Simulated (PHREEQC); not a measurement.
Consider water at 20 °C with 4.6 mmol/kgw HF and 1 mmol/kgw NH4HF2. Closed to the air; pH follows from the charge balance.

Equilibrium calculation in PHREEQC: ion-association model, wateq4f.dat.

```tsv
quantity	before	after
pH	2.88	2.87
ionic strength (mol/kgw)	0.00239	0.00936
HF (mol/kgw)	0.00407	0.00400
F- (mol/kgw)	0.00236	0.00242
H2F2 (mol/kgw)	5.15e-5	5.01e-5
HF2- (mol/kgw)	3.53e-5	3.58e-5
```

Task: What was changed between the two runs?
A) HF replaced by NaHF2 at the same molality
B) NH4HF2 from 0.001 to 0.0011 mol/kgw
C) NH4HF2 left out
D) 0.0069 mol/kgw CsCl added
E) diluted 10-fold with water

Result: D, 0.0069 mol/kgw CsCl added

Precipitation was switched off in this run.
